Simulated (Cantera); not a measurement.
## Thermodynamics of chemical vapour transport, feed Si + Cl2 + O2

A closed system holds: 1 mol Si, 2 mol Cl2, 1.3 mol O2, at 1 atm.

Method: chemical equilibrium by Gibbs-energy minimisation in Cantera with the NASA 1993 tables (ideal gas, pure condensed phases). Candidate condensed phases: Si, SiO2; 15 gas species. The tables hold silica as quartz up to 1696 K and as liquid above; real silica turns to tridymite and cristobalite and melts near 1996 K. Kinetics and transport are ignored.

From 1100 K to 1625 K the condensed part is SiO2(β-quartz). At 1700 K the condensed part is SiO2(condensed).

```json
[
 {"T (K)": "1100", "x Cl2": "0.868", "x Cl": "0.00140", "x O2": "0.130", "x ClO": "2.47e-5", "n SiO2(β-quartz)": "1.00", "n SiO2(condensed)": "0"},
 {"T (K)": "1175", "x Cl2": "0.866", "x Cl": "0.00335", "x O2": "0.130", "x ClO": "5.03e-5", "n SiO2(β-quartz)": "1.00", "n SiO2(condensed)": "0"},
 {"T (K)": "1250", "x Cl2": "0.863", "x Cl": "0.00720", "x O2": "0.130", "x ClO": "9.37e-5", "n SiO2(β-quartz)": "1.00", "n SiO2(condensed)": "0"},
 {"T (K)": "1325", "x Cl2": "0.856", "x Cl": "0.0142", "x O2": "0.129", "x ClO": "0.000162", "n SiO2(β-quartz)": "1.000", "n SiO2(condensed)": "0"},
 {"T (K)": "1400", "x Cl2": "0.845", "x Cl": "0.0260", "x O2": "0.129", "x ClO": "0.000264", "n SiO2(β-quartz)": "1.000", "n SiO2(condensed)": "0"},
 {"T (K)": "1475", "x Cl2": "0.828", "x Cl": "0.0445", "x O2": "0.127", "x ClO": "0.000406", "n SiO2(β-quartz)": "1.000", "n SiO2(condensed)": "0"},
 {"T (K)": "1550", "x Cl2": "0.802", "x Cl": "0.0720", "x O2": "0.125", "x ClO": "0.000593", "n SiO2(β-quartz)": "1.000", "n SiO2(condensed)": "0"},
 {"T (K)": "1625", "x Cl2": "0.766", "x Cl": "0.111", "x O2": "0.123", "x ClO": "0.000827", "n SiO2(β-quartz)": "1.000", "n SiO2(condensed)": "0"},
 {"T (K)": "1700", "x Cl2": "0.718", "x Cl": "0.162", "x O2": "0.119", "x ClO": "0.00110", "n SiO2(β-quartz)": "0", "n SiO2(condensed)": "1.000"}
]
```
x: gas mole fraction; n: condensed amount in mol.
